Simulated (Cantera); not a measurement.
Feed: 1 mol PbO, 0.78 mol CO, 10 mol N₂, equilibrated at 2048.15 K and 25.5 Torr.

These are equilibrium values from Cantera (NASA tables, ideal gas, pure condensed phases), not measurements of a reactor. Gases not in the tables: (PbO)n polymers. The numbers say what is thermodynamically allowed, not how fast it happens.

| species | before | after |
|---|---|---|
| N₂ | 0.842 | 0.848 |
| Pb | 0.0712 | 0.0695 |
| CO₂ | 0.0577 | 0.0502 |
| O₂ | 0.00579 | 0.00846 |
| PbO | 0.0131 | 0.0155 |
| CO | 0.00805 | 0.00580 |
| NO | 0.00150 | 0.00182 |
| O | 0.000396 | 0.000479 |
Gas species are given as mole fractions.

Question: Which change was made?
A) CO from 0.78 to 2 mol
B) temperature from 2048.15 K to 1950 K
C) CO from 0.78 to 0.66 mol
D) temperature from 2048.15 K to 1323.15 K

Answer: C, CO from 0.78 to 0.66 mol
